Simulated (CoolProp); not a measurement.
A single-stage vapour-compression cycle with CH2F2 (R32): evaporating at 202.15 K (dew point), condensing at 225.15 K (bubble point), superheat 5 K, subcooling 8 K, compressor efficiency 0.85, no pressure losses. Each further row changes one setting.

Computed with CoolProp (reference Helmholtz-energy equation of state, Tillner-Roth 1997).

```json
[
 {"case": "as stated", "cooling COP": "6.80", "pressure ratio": "3.59", "discharge temperature (K)": "282.1", "refrigerating effect (kJ/kg)": "382", "volumetric capacity (kJ/m³)": "398"},
 {"case": "evaporating temperature 207.15 K", "cooling COP": "9.14", "pressure ratio": "2.64", "discharge temperature (K)": "268.7", "refrigerating effect (kJ/kg)": "385", "volumetric capacity (kJ/m³)": "534"},
 {"case": "condensing temperature 220.15 K", "cooling COP": "8.88", "pressure ratio": "2.79", "discharge temperature (K)": "266.3", "refrigerating effect (kJ/kg)": "390", "volumetric capacity (kJ/m³)": "407"},
 {"case": "subcooling 13 K", "cooling COP": "6.94", "pressure ratio": "3.59", "discharge temperature (K)": "282.1", "refrigerating effect (kJ/kg)": "390", "volumetric capacity (kJ/m³)": "407"},
 {"case": "superheat 15 K", "cooling COP": "6.61", "pressure ratio": "3.59", "discharge temperature (K)": "294.5", "refrigerating effect (kJ/kg)": "390", "volumetric capacity (kJ/m³)": "386"},
 {"case": "compressor efficiency 0.75", "cooling COP": "6.00", "pressure ratio": "3.59", "discharge temperature (K)": "291.0", "refrigerating effect (kJ/kg)": "382", "volumetric capacity (kJ/m³)": "398"}
]
```
